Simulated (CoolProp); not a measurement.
Vapour-liquid equilibrium of ethylene (1) + n-butane (2) at 237.2 K; x and y are mole fractions of (1).

The numbers come from the multi-fluid Helmholtz-energy mixture model, Smukala 2000 and Bücker 2006; pair parameters Bell 2016 in CoolProp.

Question: Give the bubble pressure and the first vapour's composition at x = 0.65, 0.725, 0.8. Is there an azeotrope?

Answer: x = 0.65: 0.9522 MPa, y = 0.987; x = 0.725: 1.086 MPa, y = 0.990; x = 0.8: 1.228 MPa, y = 0.994. No azeotrope shows between x = 0.05 and 0.95.

Pair parameters are fitted to limited data, so mixtures are less certain than the pure fluids. The gap from Raoult's law changes sign with composition, which may be real or a fault of the pair parameters; it wasn't checked against measurements.
